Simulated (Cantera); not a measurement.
A Cantera script and what it prints.

```python
import numpy as np
import cantera as ct

gas_names = """
    H2 OH TiO H2O H
""".split()
cond_names = """
    Ti2O3(a) Ti2O3(b) Ti2O3(L) TiO2(ru) TiO2(L)
""".split()


# ... load() reads the species with a 1 bar reference pressure and builds the phases ...
species = {s.name: s for s in load("nasa_gas.yaml", gas_names) + load("nasa_condensed.yaml", cond_names)}
# Each term lists the table entries of one substance; the one whose range holds T is used.
reactions = {
    '2 Ti2O3 + H2(g) = 2 OH(g) + 4 TiO(g)':
        [(-2, ['Ti2O3(a)', 'Ti2O3(b)', 'Ti2O3(L)']), (-1, ['H2']), (2, ['OH']), (4, ['TiO'])],
    'H2O(g) + Ti2O3 = H2(g) + 2 TiO2':
        [(-1, ['H2O']), (-1, ['Ti2O3(a)', 'Ti2O3(b)', 'Ti2O3(L)']), (1, ['H2']), (2, ['TiO2(ru)', 'TiO2(L)'])],
    'Ti2O3 + H(g) = 2 TiO(g) + OH(g)':
        [(-1, ['Ti2O3(a)', 'Ti2O3(b)', 'Ti2O3(L)']), (-1, ['H']), (2, ['TiO']), (1, ['OH'])],
}


def pick(names, T):
    return next(species[n] for n in names if species[n].thermo.min_temp <= T <= species[n].thermo.max_temp)


results = []
for label, terms in reactions.items():
    print(label)
    print("     T/K   dH/kJ  dS/(J/K)   dG/kJ   log10 K")
    for T in [1048, 1248, 1448, 1648, 1848, 2048, 2248, 2448]:
        used = [(nu, pick(names, T)) for nu, names in terms]
        dH = sum(nu * s.thermo.h(T) for nu, s in used) / 1e6
        dS = sum(nu * s.thermo.s(T) for nu, s in used) / 1e3
        dG = dH - T * dS / 1e3
        logK = -dG * 1e6 / (ct.gas_constant * T * np.log(10))
        results.append((label, T, dH, dS, dG, logK, [s.name for _, s in used]))
        print(f"{T:8g} {dH:8.1f} {dS:8.1f} {dG:8.1f} {logK:8.2f}")
```

It prints:

```
2 Ti2O3 + H2(g) = 2 OH(g) + 4 TiO(g)
     T/K   dH/kJ  dS/(J/K)   dG/kJ   log10 K
    1048   3264.7    900.9   2320.6  -115.66
    1248   3242.3    881.3   2142.4   -89.67
    1448   3219.5    864.4   1967.9   -70.99
    1648   3196.5    849.5   1796.5   -56.94
    1848   3173.4    836.3   1628.0   -46.01
    2048   3150.1    824.3   1461.9   -37.29
    2248   2916.7    714.1   1311.4   -30.47
    2448   2892.5    703.8   1169.6   -24.96
H2O(g) + Ti2O3 = H2(g) + 2 TiO2
     T/K   dH/kJ  dS/(J/K)   dG/kJ   log10 K
    1048   -130.5    -39.6    -89.0     4.44
    1248   -132.3    -41.2    -80.9     3.39
    1448   -134.3    -42.7    -72.5     2.62
    1648   -136.6    -44.1    -63.9     2.02
    1848   -139.0    -45.5    -54.9     1.55
    2048   -141.6    -46.9    -45.6     1.16
    2248   -110.4    -32.6    -37.1     0.86
    2448   -105.4    -30.5    -30.8     0.66
Ti2O3 + H(g) = 2 TiO(g) + OH(g)
     T/K   dH/kJ  dS/(J/K)   dG/kJ   log10 K
    1048   1409.8    393.4    997.5   -49.72
    1248   1397.5    382.7    920.0   -38.50
    1448   1385.2    373.5    844.4   -30.46
    1648   1372.8    365.5    770.5   -24.42
    1848   1360.4    358.4    698.1   -19.73
    2048   1348.0    352.0    627.1   -15.99
    2248   1230.6    296.6    563.8   -13.10
    2448   1217.9    291.2    505.1   -10.78
```

Cantera with NASA thermochemical tables; ideal gases at 1 bar, condensed phases pure. Condensed species are held in their standard states even where they would react or evaporate.
